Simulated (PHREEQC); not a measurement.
Make-up at 20 °C: 0.051 mol HF, 0.013 mol KF and 5.5e-05 mol (NH4)2SiF6 per kg of water. Closed to the air; pH follows from the charge balance.

All values are PHREEQC results (ion-association model, phreeqc.dat), not measurements.

```tsv
quantity	before	after
pH	2.56	2.80
ionic strength (mol/kgw)	0.0162	0.00432
HF (mol/kgw)	0.0456	0.00839
F- (mol/kgw)	0.0138	0.00416
HF2- (mol/kgw)	0.00231	0.000128
SI of Quartz (SiO2)	-9.06	-5.73
```

Task: Name the change that produced these shifts.
(A) (NH4)2SiF6 from 5.5e-05 to 5.5e-06 mol/kgw
(B) KF replaced by KCl at the same molality
(C) HF from 0.051 to 0.0102 mol/kgw
(D) diluted 5-fold with water
(E) diluted 10-fold with water

Result: D, diluted 5-fold with water

This is a speciation only: nothing precipitates in the calculation. SiF6-2 is the database's only silicon fluoride.
